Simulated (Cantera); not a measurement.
**Chlorosilane synthesis and conversion: Si + Cl2 + H2**

Charge: 1 mol Si, 0.57 mol Cl2, 1.3 mol H2, held at 723.15 K and 0.133 bar.

Cantera equilibrium calculation (NASA polynomials, part measured and part estimated; ideal gas, pure solids and liquids). Candidate condensed phases: Si; 19 gas species. The tables' values for SiCl3 are old estimates; treat these amounts as uncertain. Kinetics and transport are ignored.

```json
{
 "x(H2)": "0.805",
 "x(SiCl4)": "0.146",
 "x(SiHCl3)": "0.0470",
 "x(SiH2Cl2)": "0.00105",
 "x(HCl)": "0.000749",
 "x(SiCl3)": "1.79e-5",
 "x(SiH3Cl)": "5.13e-6",
 "n(Si(s))": "0.696 mol",
 "gas_amount": "1.566 mol"
}
```
